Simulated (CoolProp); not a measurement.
Vapour-liquid equilibrium of propane (1) + isopentane (2) at 0.067 MPa; x and y are mole fractions of (1).

The numbers come from the multi-fluid Helmholtz-energy mixture model, Lemmon 2009 and Lemmon 2006; pair parameters Kunz 2012 in CoolProp.

```
x      bubble temperature (°C)  y at the bubble point  dew temperature at overall composition x (°C)  liquid density (mol/L)
-----  -----------------------  ---------------------  ---------------------------------------------  ----------------------
0.05                       2.0                  0.457                                           15.1                   8.939
0.125                    -12.0                  0.730                                           13.1                   9.307
0.2                      -20.8                  0.838                                           10.9                   9.637
0.275                    -26.9                  0.892                                            8.5                   9.958
0.35                     -31.4                  0.923                                            6.0                   10.28
0.425                    -35.0                  0.943                                            3.3                   10.62
0.5                      -38.0                  0.958                                            0.2                   10.97
0.575                    -40.6                  0.968                                           -3.2                   11.33
0.65                     -42.8                  0.977                                           -7.1                   11.71
0.725                    -44.9                  0.983                                          -11.7                   12.08
0.8                      -46.7                  0.989                                          -17.3                   12.46
0.875                    -48.4                  0.994                                          -24.8                   12.83
0.95                     -50.0                  0.998                                          -36.4                   13.18
```

No azeotrope shows between x = 0.05 and 0.95.

The pair parameters rest on a limited set of measurements; away from them the model extrapolates.
